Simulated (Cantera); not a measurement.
## Reactions in the system N-O-V

Standard-state values (1 bar) from the NASA 1993 polynomials, evaluated with Cantera. Values are per mole of reaction as written; species without (g) are pure solids or liquids, kept so even where they would boil at 1 bar. VN: taken at fixed stoichiometry.

3 N(g) + V₂O₃ = 2 V + 3 NO(g)

```json
[
 {"T (K)": "1498", "ΔH° (kJ)": "28.3", "ΔS° (J/K)": "70.4", "ΔG° (kJ)": "-77.2", "log10 K": "2.69"},
 {"T (K)": "1648", "ΔH° (kJ)": "22.4", "ΔS° (J/K)": "66.7", "ΔG° (kJ)": "-87.5", "log10 K": "2.77"},
 {"T (K)": "1798", "ΔH° (kJ)": "16.5", "ΔS° (J/K)": "63.3", "ΔG° (kJ)": "-97.2", "log10 K": "2.82"},
 {"T (K)": "1948", "ΔH° (kJ)": "10.6", "ΔS° (J/K)": "60.1", "ΔG° (kJ)": "-106.4", "log10 K": "2.85"},
 {"T (K)": "2098", "ΔH° (kJ)": "4.6", "ΔS° (J/K)": "57.1", "ΔG° (kJ)": "-115.2", "log10 K": "2.87"}
]
```

2 NO(g) + VN = VO₂(g) + 3 N(g)

| T (K) | ΔH° (kJ) | ΔS° (J/K) | ΔG° (kJ) | log10 K |
|---|---|---|---|---|
| 1498 | 1218.2 | 268.2 | 816.4 | -28.47 |
| 1648 | 1216.4 | 267.1 | 776.3 | -24.60 |
| 1798 | 1214.3 | 265.9 | 736.3 | -21.39 |
| 1948 | 1211.9 | 264.6 | 696.5 | -18.68 |
| 2098 | 1209.2 | 263.3 | 656.9 | -16.36 |

N₂(g) + V₂O₄ = 2 V + 2 NO₂(g)

```json
[
 {"T (K)": "1498", "ΔH° (kJ)": "1453.1", "ΔS° (J/K)": "170.8", "ΔG° (kJ)": "1197.3", "log10 K": "-41.75", "condensed phases": "V₂O₄(s), V(s)"},
 {"T (K)": "1648", "ΔH° (kJ)": "1449.6", "ΔS° (J/K)": "168.5", "ΔG° (kJ)": "1171.8", "log10 K": "-37.14", "condensed phases": "V₂O₄(s), V(s)"},
 {"T (K)": "1798", "ΔH° (kJ)": "1446.2", "ΔS° (J/K)": "166.6", "ΔG° (kJ)": "1146.7", "log10 K": "-33.31", "condensed phases": "V₂O₄(s), V(s)"},
 {"T (K)": "1948", "ΔH° (kJ)": "1326.6", "ΔS° (J/K)": "100.9", "ΔG° (kJ)": "1130.1", "log10 K": "-30.30", "condensed phases": "V₂O₄(l), V(s)"},
 {"T (K)": "2098", "ΔH° (kJ)": "1319.1", "ΔS° (J/K)": "97.2", "ΔG° (kJ)": "1115.2", "log10 K": "-27.77", "condensed phases": "V₂O₄(l), V(s)"}
]
```
